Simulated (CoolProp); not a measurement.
The numbers come from the reference Helmholtz-energy equation of state, de Reuck 1993 in CoolProp.

Task: For methanol, give the phase and the cv (kJ/(kg K)), expansivity (1/kK), viscosity (µPa s), fugacity coefficient at 397 K and 1.01 MPa; 211.6 K and 0.0438 MPa.

Result: 
- 397 K and 1.01 MPa: liquid; cv 2.73, expansivity 1.91, viscosity 177, fugacity coefficient 0.636
- 211.6 K and 0.0438 MPa: liquid; cv 1.78, expansivity 1.14, viscosity 3100, fugacity coefficient 0.000541

Viscosity comes from a separate model (Xiang 2006).
